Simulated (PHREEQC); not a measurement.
Consider water at 20 °C and 50 atm with 0.21 mol/kgw MgCl2, 0.0017 mol/kgw NaHCO3 and 0.0038 mol/kgw MgSO4. Closed to the air; pH follows from the charge balance.

Model: ion-association model, phreeqc.dat, run in PHREEQC.

Each row changes one thing in this solution. This is a speciation only: nothing precipitates in the calculation.

```
case                                           pH  MgOH+ (mol/kgw)
-------------------------------------  ----------  ---------------
as made                                      7.44          5.43e-6
temperature from 20 to 35 °C                 7.27          1.35e-5
MgSO4 left out                               7.44       (withheld)
NaHCO3 from 0.0017 to 0.00187 mol/kgw        7.44       (withheld)
NaHCO3 left out                              6.41       (withheld)
MgCl2 from 0.21 to 0.315 mol/kgw       (withheld)       (withheld)
```

**Question.** Complete the blanks.

**Answer.** 
- MgSO4 left out, MgOH+ (mol/kgw): 5.41e-6
- NaHCO3 from 0.0017 to 0.00187 mol/kgw, MgOH+ (mol/kgw): 5.46e-6
- NaHCO3 left out, MgOH+ (mol/kgw): 5.01e-7
- MgCl2 from 0.21 to 0.315 mol/kgw, pH: 7.34
- MgCl2 from 0.21 to 0.315 mol/kgw, MgOH+ (mol/kgw): 6.77e-6

The ionic strength passes 0.7 mol/kgw, the rough limit of the ion-association models, in MgCl2 from 0.21 to 0.315 mol/kgw. Under pressure, the constants of complexes without a molar volume in the database are unreliable.
